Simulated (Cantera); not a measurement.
**Premixed flame**

A freely propagating, adiabatic, planar premixed flame of 37.9 % H₂, 10.5 % O₂, 37.9 % N₂, 13.6 % H₂O, unburnt at 550 K and 0.132 atm; mixture-averaged transport, grid criteria slope 0.08 and curve 0.16, no radiation.

Cantera simulation using the H2/O2 subset of GRI-Mech 3.0, which has no nitrogen chemistry; the numbers are that mechanism's predictions, not measurements. Burning velocities carry a grid error of a few per cent, more on coarse grids.

| z (mm) | T (K) | u (m/s) | x H₂ | x O₂ | x H₂O | x HO₂ | x OH | x H₂O₂ |
|---|---|---|---|---|---|---|---|---|
| -16.6 | 550 | 5.40 | 0.379 | 0.105 | 0.136 | <1e-8 | <1e-8 | <1e-8 |
| -11.1 | 550 | 5.40 | 0.379 | 0.105 | 0.136 | <1e-8 | <1e-8 | <1e-8 |
| -8.31 | 550 | 5.40 | 0.379 | 0.105 | 0.136 | <1e-8 | <1e-8 | <1e-8 |
| -5.54 | 550 | 5.40 | 0.379 | 0.105 | 0.136 | 2.91e-7 | <1e-8 | <1e-8 |
| -2.77 | 559 | 5.48 | 0.377 | 0.105 | 0.137 | 8.50e-5 | 2.95e-5 | 1.32e-6 |
| -1.38 | 706 | 6.83 | 0.354 | 0.101 | 0.152 | 5.54e-5 | 0.000317 | 2.13e-6 |
| 0 | 1061 | 10.0 | 0.251 | 0.0662 | 0.230 | 1.84e-5 | 0.00150 | 3.55e-7 |
| 1.38 | 1300 | 12.1 | 0.155 | 0.0141 | 0.331 | 3.33e-6 | 0.00373 | 4.23e-7 |
| 2.77 | 1394 | 12.9 | 0.142 | 0.00454 | 0.351 | 9.85e-7 | 0.00463 | 3.95e-7 |
| 5.54 | 1494 | 13.8 | 0.147 | 0.00298 | 0.356 | 5.81e-7 | 0.00550 | 3.31e-7 |
| 11.1 | 1606 | 14.7 | 0.155 | 0.00230 | 0.361 | 4.08e-7 | 0.00612 | 2.20e-7 |
| 22.2 | 1719 | 15.6 | 0.162 | 0.00157 | 0.366 | 2.64e-7 | 0.00621 | 1.23e-7 |
| 44.3 | 1824 | 16.4 | 0.169 | 0.000924 | 0.372 | 1.57e-7 | 0.00564 | 6.30e-8 |
x: mole fraction of selected species; z is measured from the peak of heat release.

| Quantity | Value |
|---|---|
| laminar burning velocity | 540 cm/s |
| thermal thickness | 5.54 mm |
| peak x(HO₂) | 8.90e-5 |
| peak x(OH) | 0.00625 |
| peak x(H₂O₂) | 2.74e-6 |
| grid points | 139 |
